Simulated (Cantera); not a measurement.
What does this Cantera script print?

```python
import numpy as np
import cantera as ct

gas_names = """
    AL ALCL ALCL2 ALCL3 ALH ALN AL2 AL2CL6 CL CL2 H HCL H2 N NH NH2 NH3 N2 N2H2 N2H4
""".split()
cond_names = """
    AL(cr) AL(L) ALCL3(s) ALCL3(L) ALN(s) NH4CL(a) NH4CL(b)
""".split()


# ... load() reads the species with a 1 bar reference pressure and builds the phases ...
atoms = {
    'AlCl3': {'AL': 1, 'CL': 3},
    'NH3': {'N': 1, 'H': 3},
    'H2': {'H': 2},
}
top_T = {'ALN(s)': 2750}  # K; cautious upper limits of use, not melting points


# ... equilibrate(T, P, feed) seeds the gas with the atoms and calls Mixture.equilibrate('TP', solver="vcs", rtol=1e-11, max_steps=5000) ...
results = []
feed = {'AlCl3': 1, 'NH3': 2.3, 'H2': 6.5}  # mol
T = 1325  # K
P = 1333.22  # Pa
mix = equilibrate(T, P, feed)
results.append((T, P, feed, dict(zip(mix.species_names, mix.species_moles))))
print(gas.report(threshold=0.0001))
for i in range(1, mix.n_phases):
    print(f"{mix.phase(i).name:16s} {mix.phase_moles(i):12.5e} mol")
```

Result:

```
       temperature   1325 K
          pressure   1333.2 Pa
           density   0.001715 kg/m^3
  mean mol. weight   14.171 kg/kmol
   phase of matter   gas

                          1 kg             1 kmol
                     ---------------   ---------------
          enthalpy       -3.8941e+05       -5.5185e+06  J
   internal energy       -1.1668e+06       -1.6535e+07  J
           entropy             17018        2.4116e+05  J/K
    Gibbs function       -2.2938e+07       -3.2506e+08  J
 heat capacity c_p            2448.2             34694  J/K
 heat capacity c_v            1861.5             26380  J/K

                      mass frac. Y      mole frac. X     chem. pot. / RT
                     ---------------   ---------------   ---------------
              ALCL         0.0018737        0.00042532             -47.3
             ALCL2          0.008077         0.0011694           -76.076
             ALCL3           0.49723          0.052849           -104.85
               HCL            0.2222          0.086368           -40.184
                H2           0.11072           0.77829           -22.817
                N2            0.1599          0.080886           -32.471
     [  +14 minor]         6.662e-06        1.4084e-05

AL(L)             0.00000e+00 mol
ALCL3(L)          0.00000e+00 mol
ALN(s)            3.40556e-01 mol
```

Method: chemical equilibrium by Gibbs-energy minimisation in Cantera with the NASA 1993 tables (ideal gas, pure condensed phases). The tables' values for AlCl2 are old estimates; treat these amounts as uncertain.
